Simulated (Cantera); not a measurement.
Charge: 1 mol SiC, 0.57 mol H2O, 5.6 mol H2, 1.4 mol CO2, equilibrated at 1250 °C and 0.563 Torr.

These are equilibrium values from Cantera (NASA tables, ideal gas, pure condensed phases), not measurements of a reactor. Candidate condensed phases: C, C6H6, C7H8, C8H18, H2O, Si, SiC, SiO2; 123 gas species. The numbers say what is thermodynamically allowed, not how fast it happens.

Question: What is the equilibrium state?

Answer: x(H2): 0.646
x(CO): 0.250
x(SiO): 0.103
x(H): 0.000678
x(Si): 2.65e-6
x(H2O): 2.45e-6
n(SiC(s)): 0.0150 mol
gas amount: 9.543 mol
log10 activity of Si(s) (absent): -0.96
log10 activity of C(graphite) (absent): -1.14
